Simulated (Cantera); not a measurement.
Feed: 1 mol PbO, 2.2 mol H₂, equilibrated at 7.50 Torr.

Method: chemical equilibrium by Gibbs-energy minimisation in Cantera with the NASA 1993 tables (ideal gas, pure condensed phases). Candidate condensed phases: H₂O, Pb, PbO, PbO₂, Pb₃O₄; 12 gas species. Equilibrium is a limit: real reactors are often held back by kinetics, nucleation or transport.

### Question
At 923 K, list the 3 most abundant gas species with their mole fractions, and the condensed phases.

### Answer
H₂ 0.545, H₂O 0.454, Pb 0.000254. Condensed: Pb(l).
